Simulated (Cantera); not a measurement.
Input (Python, Cantera):

```python
import numpy as np
import cantera as ct

surf = ct.Interface("ptcombust.yaml", "Pt_surf")
gas = surf.adjacent["gas"]
gas.TPX = 300, 2700, {'CH4': 0.089, 'O2': 0.11, 'N2': 0.79}
jet = ct.ImpingingJet(gas=gas, width=0.026, surface=surf)
jet.inlet.mdot, jet.inlet.T, jet.inlet.X = 0.095, 300, {'CH4': 0.089, 'O2': 0.11, 'N2': 0.79}
jet.set_refine_criteria(ratio=10, slope=0.2, curve=0.3)
show, cover = ['CH4', 'O2', 'H2O', 'OH', 'CO', 'CO2'], ["PT(S)", "H(S)", "O(S)", "OH(S)", "CO(S)", "C(S)"]

rows = []
print(f"{'Ts/K':>7s}" + "".join(f"{s:>11s}" for s in show + cover) + "   (gas at the wall, coverages)")
for i, Ts in enumerate([950, 1000, 1050, 1100, 1150, 1200]):
    jet.surface.T = Ts
    if i == 0:
        surf.TP = Ts, 2700
        surf.coverages = "PT(S):0.5, O(S):0.5"
        surf.advance_coverages(1.0)
        jet.set_initial_guess(products="inlet")
    jet.solve(loglevel=0, auto=(i == 0))
    rows.append([*(jet.X[gas.species_index(s), -1] for s in show), *surf[cover].coverages])
    print(f"{Ts:7g}" + "".join(f"{x:11.3e}" for x in rows[-1]))
```

It prints:

```
   Ts/K        CH4         O2        H2O         OH         CO        CO2      PT(S)       H(S)       O(S)      OH(S)      CO(S)       C(S)   (gas at the wall, coverages)
    950  2.841e-02  1.286e-02  1.105e-01  7.731e-10  6.178e-02  2.685e-03  8.248e-01  3.893e-04  9.098e-06  9.096e-06  1.546e-01  2.019e-02
   1000  2.564e-02  1.178e-02  1.102e-01  1.590e-09  6.548e-02  1.665e-03  8.910e-01  6.951e-04  5.373e-06  5.811e-06  8.419e-02  2.414e-02
   1050  2.391e-02  1.118e-02  1.088e-01  4.763e-09  6.671e-02  2.298e-03  9.413e-01  7.526e-04  7.566e-06  5.951e-06  4.553e-02  1.236e-02
   1100  2.323e-02  1.109e-02  1.072e-01  1.457e-08  6.629e-02  3.615e-03  9.696e-01  7.119e-04  1.293e-05  6.719e-06  2.440e-02  5.278e-03
   1150  2.313e-02  1.127e-02  1.052e-01  4.165e-08  6.475e-02  5.550e-03  9.838e-01  6.511e-04  2.237e-05  7.639e-06  1.321e-02  2.295e-03
   1200  2.331e-02  1.158e-02  1.028e-01  1.093e-07  6.244e-02  8.052e-03  9.910e-01  5.946e-04  3.722e-05  8.554e-06  7.325e-03  1.052e-03
```

Detailed kinetics in Cantera: Deutschmann's 1995 Pt surface mechanism with GRI-Mech 3.0 gas chemistry. Catalytic surfaces can have several steady states; this one follows from the mechanism file's or the stated starting coverage.
